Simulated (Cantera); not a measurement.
# Reactions in the system C-Cu-H-O

Cantera with NASA thermochemical tables; ideal gases at 1 bar, condensed phases pure. Values are per mole of reaction as written; species without (g) are pure solids or liquids, kept so even where they would boil at 1 bar.

Cu2O + CH4(g) → CH3OH(g) + 2 Cu

```csv
T (K),ΔH° (kJ),ΔS° (J/K),ΔG° (kJ),log10 K,condensed phases
725,41.8,22.1,25.8,-1.86,"Cu2O(s), Cu(s)"
925,40.4,20.4,21.6,-1.22,"Cu2O(s), Cu(s)"
1125,38.8,18.8,17.6,-0.82,"Cu2O(s), Cu(s)"
1325,36.9,17.3,14.0,-0.55,"Cu2O(s), Cu(s)"
1525,-4.1,-7.9,7.9,-0.27,"Cu2O(l), Cu(l)"
1725,-8.1,-10.3,9.7,-0.29,"Cu2O(l), Cu(l)"
1925,-12.1,-12.5,12.0,-0.32,"Cu2O(l), Cu(l)"
```
